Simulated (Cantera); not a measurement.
A closed system holds: 1 mol AlN, 0.27 mol O₂, 2 mol H₂, at 1323 K and 20000 Pa.

These are equilibrium values from Cantera (NASA tables, ideal gas, pure condensed phases), not measurements of a reactor. Candidate condensed phases: Al, AlN, Al₂O₃, H₂O; 35 gas species. Mutual solubility and eutectic melting of coexisting phases are not modelled. The numbers say what is thermodynamically allowed, not how fast it happens.

Task: What is the equilibrium state?

Result: 
- x(H₂) = 0.917
- x(N₂) = 0.0826
- x(NH₃) = 5.72e-6
- x(H) = 3.40e-6
- x(H₂O) = 2.10e-6
- n(AlN(s)) = 0.640 mol
- n(Al₂O₃(s)) = 0.180 mol
- gas amount = 2.180 mol
- log10 activity of Al(l) (absent) = -5.97
